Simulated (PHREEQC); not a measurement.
A made-up water analysis in mg/L, 20 °C, pH 6.38, pe -1.5: Na 5150; K 177; Ca 155; Mg 848; Cl 10400; S(6) as SO4 840; Alkalinity as HCO3 2.82e-08; Mn(2) 22.2; N(-3) as NH4 12.7.

Valence states are taken as typed.

Computed with PHREEQC (ion-association model, phreeqc.dat).

Precipitation was switched off in this run.

Question: Estimate the activity of water, charge-balance error.

Answer: activity of water 0.990; charge-balance error -0.5 %.

Question: In which forms is Mn present?

Answer: Mn+2 72 %, MnCl+ 23 %, MnSO4 3.6 %, MnCl2 1.3 % of the Mn.

Complexes and solids missing from the database can't appear.
